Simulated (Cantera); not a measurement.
Reactions in the system O-Pb-S

Standard-state values (1 bar) from the NASA 1993 polynomials, evaluated with Cantera. Values are per mole of reaction as written; species without (g) are pure solids or liquids, kept so even where they would boil at 1 bar.

3 PbO + PbS(g) ⇌ 4 Pb + SO3(g)

| T (K) | ΔH° (kJ) | ΔS° (J/K) | ΔG° (kJ) | log10 K | condensed phases |
|---|---|---|---|---|---|
| 448 | 128.0 | 58.5 | 101.9 | -11.88 | PbO(red), Pb(s) |
| 548 | 126.2 | 54.7 | 96.2 | -9.17 | PbO(red), Pb(s) |
| 648 | 143.9 | 84.1 | 89.4 | -7.20 | PbO(red), Pb(l) |
| 748 | 142.3 | 81.9 | 81.1 | -5.66 | PbO(red), Pb(l) |
| 848 | 140.7 | 79.9 | 73.0 | -4.50 | PbO(yellow), Pb(l) |
